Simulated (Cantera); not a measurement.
Input: 1 mol acetone, 0.45 mol NH3, 0.44 mol H2, equilibrated at 25.0 bar.

Equilibrium computed with Cantera from the NASA thermochemical tables; the gas is ideal and each condensed phase is pure. Candidate condensed phases: C, C6H6, C7H8, C8H18, H2O; 169 gas species. Ions and electrons are included (thermal ionisation). The feed counts by its element totals alone. Rates play no part.

Task: Which condensed phases are stable at each of these points (T (K)): 2500, 2750, 3000, 3250, 3500, 3750, 4000, 4250, 4500, 4750, 5000?

Result: 
```
T (K)  condensed phases  C condensed (%)
-----  ----------------  ---------------
2500        C(graphite)             61.0
2750        C(graphite)             54.9
3000        C(graphite)             44.2
3250        C(graphite)             27.3
3500        C(graphite)              1.9
3750           gas only              0.0
4000           gas only              0.0
4250           gas only              0.0
4500           gas only              0.0
4750           gas only              0.0
5000           gas only              0.0
```

From 2500 K to 3500 K the condensed part is C(graphite). From 3750 K to 5000 K nothing is condensed.
